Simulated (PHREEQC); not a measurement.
Make-up at 25 °C: 0.2 mol/kgw ZnSO4, 0.019 mol/kgw Na2SO4 and 4.2e-05 mol/kgw FeSO4. Closed to the air; pH follows from the charge balance.

All values are PHREEQC results (ion-association model, wateq4f.dat), not measurements.

```tsv
quantity	before	after
pH	5.50	5.55
ionic strength (mol/kgw)	0.403	0.213
Zn+2 (mol/kgw)	0.0879	0.0467
ZnSO4 (mol/kgw)	0.0759	0.0400
SO4-2 (mol/kgw)	0.0680	0.0418
Zn(SO4)2-2 (mol/kgw)	0.0362	0.0133
SI of Goslarite (ZnSO4:7H2O)	-1.51	-1.80
SI of Zincite(c) (ZnO)	-1.78	-1.85
```

What was changed between the two runs?
(A) diluted 2-fold with water
(B) ZnSO4 from 0.2 to 0.04 mol/kgw
(C) Na2SO4 from 0.019 to 0.0019 mol/kgw
(D) FeSO4 from 4.2e-05 to 0.00021 mol/kgw
(E) FeSO4 left out

A, diluted 2-fold with water

No solid was allowed to form.
